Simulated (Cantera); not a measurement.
Charge: 1 mol SiHCl3, 0.013 mol CH4, a varied amount of H2, held at 1998.15 K and 1.00 bar.

These are equilibrium values from Cantera (NASA tables, ideal gas, pure condensed phases), not measurements of a reactor. Candidate condensed phases: C, C6H6, C7H8, C8H18, Si, SiC; 109 gas species. Mutual solubility and eutectic melting of coexisting phases are not modelled. The tables' values for SiCl3, SiCl are old estimates; treat these amounts as uncertain. Gases not in the tables: Si2H6 and higher silanes. Rates play no part.

x: gas mole fraction; n: condensed amount in mol.

```csv
n(H2) (mol),x H2,x HCl,x SiCl2,x SiCl3,x H,x SiHCl3,n Si(l),n SiC(s)
3.4,0.624,0.203,0.159,0.00947,0.00127,0.000775,0.0663,0.0129
4.2,0.665,0.192,0.133,0.00723,0.00131,0.000610,0.108,0.0129
5.1,0.700,0.180,0.111,0.00552,0.00134,0.000479,0.149,0.0129
6.2,0.734,0.167,[?],0.00413,0.00138,[?],[?],0.0129
7.5,0.765,0.154,0.0748,0.00305,0.00140,0.000277,0.238,0.0128
9.1,0.794,0.141,0.0602,0.00221,0.00143,0.000204,0.285,0.0128
11,0.820,0.128,0.0481,0.00158,0.00145,0.000148,0.332,0.0127
13,0.841,[?],[?],0.00115,0.00147,[?],[?],0.0127
16,0.864,0.104,0.0299,0.000770,0.00149,7.41e-5,0.427,0.0126
```

Question: What belongs in the gaps?

Answer: 
- 13, x HCl: 0.117
- 13, x SiCl2: 0.0391
- 13, x SiHCl3: 0.000110
- 13, n Si(l): 0.374
- 6.2, x SiCl2: 0.0915
- 6.2, x SiHCl3: 0.000367
- 6.2, n Si(l): 0.193
